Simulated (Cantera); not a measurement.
A Cantera script and its output.

```python
import numpy as np
import cantera as ct

gas = ct.Solution("gri30.yaml")


def delay(T, t_max=10):
    gas.TPX = T, 1800000, {'CH4': 1, 'O2': 0.99, 'N2': 6.2}
    reactor = ct.IdealGasConstPressureReactor(gas, clone=False)
    net = ct.ReactorNet([reactor])
    net.rtol, net.atol = 1e-8, 1e-16
    while net.time < t_max:
        t_old, T_old = net.time, reactor.T
        net.step()
        if reactor.T > T + 400:  # ignition: a rise of 400 K
            return t_old + (T + 400 - T_old) / (reactor.T - T_old) * (net.time - t_old)
    return np.nan


taus = []
for T in [1023, 1098, 1173, 1248, 1323, 1398, 1473, 1548]:
    taus.append(delay(T))
    print(f"T0 = {T:6g} K   tau = {taus[-1]:.4e} s")
```

Result:

```
T0 =   1023 K   tau = 5.7851e-02 s
T0 =   1098 K   tau = 1.9530e-02 s
T0 =   1173 K   tau = 7.6010e-03 s
T0 =   1248 K   tau = 3.2274e-03 s
T0 =   1323 K   tau = 1.4531e-03 s
T0 =   1398 K   tau = 6.8192e-04 s
T0 =   1473 K   tau = 3.2936e-04 s
T0 =   1548 K   tau = 1.6262e-04 s
```

Computed with Cantera and GRI-Mech 3.0 (53 species, 325 reactions). The pressure lies above the range GRI-Mech 3.0 was tuned for (to about 10 atm).
